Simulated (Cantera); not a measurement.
A Cantera script and its output.

```python
import numpy as np
import cantera as ct

gas = ct.Solution("gri30.yaml")
gas.TPX = 1900, 29000, {'CH4': 1, 'H2': 1.9}
reactor = ct.IdealGasConstPressureReactor(gas, energy="off", clone=False)
net = ct.ReactorNet([reactor])
net.rtol, net.atol = 1e-08, 1e-18
show = ['CH4', 'H2', 'C2H6', 'C2H4', 'H', 'CH2', 'CH3']
times = np.geomspace(2e-05, 2, 10)

steps = ct.SolutionArray(gas, extra=["t"])
rows = []
print(f"{'t/s':>10s}{'T/K':>9s}{'P/Pa':>11s}" + "".join(f"{s:>11s}" for s in show))
for t in times:
    while net.time < t:
        t_next = net.step()
        steps.append(gas.state, t=t_next)
    rows.append([np.interp(t, steps.t, y) for y in (steps.T, steps.P, *steps(*show).X.T)])
    print(f"{t:10.3e}{rows[-1][0]:9.1f}{rows[-1][1]:11.4g}" + "".join(f"{x:11.3e}" for x in rows[-1][2:]))
rate = np.gradient(steps.T, steps.t)
print("integrator steps:", len(steps.t))
if steps.T.max() > steps.T[0] + 200:
    print(f"time of steepest temperature rise: {steps.t[rate.argmax()]:.4e} s")
gas.TPX = 1900, 29000, {'CH4': 1, 'H2': 1.9}
gas.equilibrate("TP")
print(f"equilibrium (TP): T = {gas.T:.1f} K  " + "  ".join(f"{s} {gas[s].X[0]:.3e}" for s in show))
```

It prints:

```
       t/s      T/K       P/Pa        CH4         H2       C2H6       C2H4          H        CH2        CH3
 2.000e-05   1900.0    2.9e+04  3.435e-01  6.553e-01  6.331e-06  1.007e-05  1.136e-04  1.908e-07  1.124e-03
 7.188e-05   1900.0    2.9e+04  3.390e-01  6.563e-01  1.362e-04  4.441e-04  3.739e-04  1.844e-06  3.715e-03
 2.583e-04   1900.0    2.9e+04  3.077e-01  6.727e-01  5.404e-04  6.374e-03  8.238e-04  6.134e-06  7.212e-03
 9.283e-04   1900.0    2.9e+04  2.120e-01  7.339e-01  2.870e-04  5.398e-03  9.495e-04  5.059e-06  5.328e-03
 3.336e-03   1900.0    2.9e+04  9.945e-02  8.066e-01  6.994e-05  1.432e-03  1.111e-03  3.157e-06  2.702e-03
 1.199e-02   1900.0    2.9e+04  3.228e-02  8.497e-01  8.338e-06  4.774e-04  1.271e-03  1.469e-06  9.598e-04
 4.309e-02   1900.0    2.9e+04  8.947e-03  8.647e-01  7.094e-07  3.868e-04  1.357e-03  5.051e-07  2.798e-04
 1.549e-01   1900.0    2.9e+04  3.098e-03  8.685e-01  1.101e-07  3.852e-04  1.381e-03  1.879e-07  9.825e-05
 5.565e-01   1900.0    2.9e+04  2.394e-03  8.689e-01  7.670e-08  3.856e-04  1.384e-03  1.469e-07  7.606e-05
 2.000e+00   1900.0    2.9e+04  2.392e-03  8.689e-01  7.659e-08  3.856e-04  1.384e-03  1.468e-07  7.597e-05
integrator steps: 1180
equilibrium (TP): T = 1900.0 K  CH4 2.392e-03  H2 8.689e-01  C2H6 7.659e-08  C2H4 3.856e-04  H 1.384e-03  CH2 1.468e-07  CH3 7.598e-05
```

Cantera simulation using GRI-Mech 3.0 (53 species, 325 reactions); the numbers are that mechanism's predictions, not measurements. GRI-Mech 3.0 stops at C3 and has no aromatics, soot or wall deposition, so with more carbon than oxygen in the feed, carbon stays in small species such as C2H2 where larger ones or solid carbon would form.
